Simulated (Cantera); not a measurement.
Charge: 1 mol SiH₄, 0.49 mol Cl₂, 47 mol H₂, at 752 °C and 101000 Pa.

Equilibrium computed with Cantera from the NASA thermochemical tables; the gas is ideal and each condensed phase is pure. Candidate condensed phases: Si; 19 gas species. The tables' values for SiCl₃ are old estimates; treat these amounts as uncertain. The numbers say what is thermodynamically allowed, not how fast it happens.

Q: What is the equilibrium state?

A: x(H₂): 0.990
x(HCl): 0.00517
x(SiHCl₃): 0.00249
x(SiCl₄): 0.00151
x(SiH₂Cl₂): 0.000454
x(SiCl₃): 5.91e-5
x(SiCl₂): 4.82e-5
x(SiH₃Cl): 2.14e-5
n(Si(s)): 0.774 mol
gas amount: 49.27 mol
